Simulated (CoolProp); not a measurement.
Values from CoolProp's reference Helmholtz-energy equation of state, Tillner-Roth 1994.

Problem. For R134a, give the phase and the density (kg/m³), Joule-Thomson coefficient (K/MPa), expansivity (1/kK), Prandtl number at 283 K and 5.04 MPa; 251.6 K and 2.61 MPa.

Solution. 
- 283 K and 5.04 MPa: liquid; density 1280, Joule-Thomson coefficient -0.169, expansivity 2.51, Prandtl number 3.72
- 251.6 K and 2.61 MPa: liquid; density 1370, Joule-Thomson coefficient -0.259, expansivity 2.17, Prandtl number 4.55

Viscosity comes from a separate model (Huber 2003), an estimate that may be off by 10 % or more. Thermal conductivity comes from a separate model (McLinden 2000), an estimate that may be off by 10 % or more.
